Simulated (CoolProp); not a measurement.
The fluid at 445.99 K and 0.365 MPa is throttled through a valve to 0.111 MPa with no heat exchange. The same conditions are run with several fluids, on thermodynamics alone (safety and materials aside).

Computed with CoolProp (reference Helmholtz-energy equation of state of each fluid (the fluoroketone C6F12O (FK-5-1-12): McLinden 2015; R124: de Vries 1995; R407C: Lemmon 2003; R142b: Lemmon 2006; oxygen: Schmidt 1985)). Blends and air are pseudo-pure fits.

```tsv
fluid	temperature change (K)	final density (kg/m³)
the fluoroketone C6F12O (FK-5-1-12)	-2.1	9.71
R124	-1.7	4.13
R407C	?	?
R142b	-2.0	3.04
oxygen	-0.3	?
```

Q: What belongs in the gaps?

A: 
- R407C, temperature change (K): -1.4
- R407C, final density (kg/m³): 2.60
- oxygen, final density (kg/m³): 0.958

Above 300 K oxygen's equation is extrapolated.
